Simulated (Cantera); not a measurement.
Charge: 1 mol Si, 0.087 mol CO₂, 250 mol H₂, equilibrated at 0.00133 bar.

Method: chemical equilibrium by Gibbs-energy minimisation in Cantera with the NASA 1993 tables (ideal gas, pure condensed phases). Candidate condensed phases: C, C₆H₆, C₇H₈, C₈H₁₈, H₂O, Si, SiC, SiO₂; 123 gas species. Mutual solubility and eutectic melting of coexisting phases are not modelled. The tables hold silica as quartz up to 1696 K and as liquid above; real silica turns to tridymite and cristobalite and melts near 1996 K. Gases not in the tables: Si₂H₆ and higher silanes. Equilibrium is a limit: real reactors are often held back by kinetics, nucleation or transport.

x: gas mole fraction; n: condensed amount in mol.

| T (K) | x H₂ | x H | x Si | x SiO | x CO | x SiH | n Si(s) | n SiC(s) | n SiO₂(β-quartz) | n Si(l) |
|---|---|---|---|---|---|---|---|---|---|---|
| 1073 | 1.000 | 3.84e-7 | 5.18e-12 | 6.67e-6 | 2.12e-8 | 7.04e-12 | 0.825 | 0.0870 | 0.0862 | 0 |
| 1148 | 1.000 | 1.96e-6 | 1.37e-10 | 8.40e-5 | 4.36e-7 | 1.06e-10 | 0.816 | 0.0869 | 0.0764 | 0 |
| 1223 | 0.999 | 8.23e-6 | 2.41e-9 | 0.000690 | 5.50e-6 | 1.14e-9 | 0.742 | 0.0856 | 0 | 0 |
| 1298 | 0.999 | … | … | 0.000687 | … | … | 0.743 | 0.0850 | 0 | 0 |
| 1373 | 0.999 | 9.12e-5 | 2.91e-7 | 0.000684 | 1.12e-5 | 6.04e-8 | 0.744 | 0.0842 | 0 | 0 |
| 1448 | 0.999 | 0.000252 | 2.19e-6 | 0.000680 | 1.52e-5 | 3.21e-7 | 0.746 | 0.0832 | 0 | 0 |
| 1523 | 0.999 | 0.000633 | 1.35e-5 | 0.000675 | 1.99e-5 | 1.44e-6 | 0.745 | 0.0820 | 0 | 0 |
| 1598 | 0.998 | 0.00146 | 7.01e-5 | 0.000670 | 2.53e-5 | 5.62e-6 | 0.731 | 0.0806 | 0 | 0 |
| 1673 | 0.996 | … | … | 0.000663 | … | … | … | 0.0787 | 0 | 0 |
| 1748 | 0.992 | 0.00623 | 0.00109 | 0.000644 | 4.81e-5 | 5.28e-5 | 0 | 0.0727 | 0 | 0.464 |
| 1823 | 0.984 | 0.0118 | 0.00290 | 0.000595 | 9.40e-5 | 0.000112 | 0 | 0.0544 | 0 | 0 |
| 1898 | 0.975 | 0.0211 | 0.00335 | 0.000379 | 0.000307 | 0.000105 | 0 | 0 | 0 | 0 |
| 1973 | 0.960 | 0.0362 | 0.00344 | 0.000347 | 0.000333 | 8.90e-5 | 0 | 0 | 0 | 0 |
| 2048 | 0.936 | 0.0593 | 0.00344 | 0.000337 | 0.000335 | 7.38e-5 | 0 | 0 | 0 | 0 |

**Question.** Some entries are withheld; supply them.

**Answer.** 
- 1298, x H: 2.93e-5
- 1298, x Si: 3.05e-8
- 1298, x CO: 8.02e-6
- 1298, x SiH: 9.33e-9
- 1673, x H: 0.00311
- 1673, x Si: 0.000313
- 1673, x CO: 3.16e-5
- 1673, x SiH: 1.93e-5
- 1673, n Si(s): 0.667
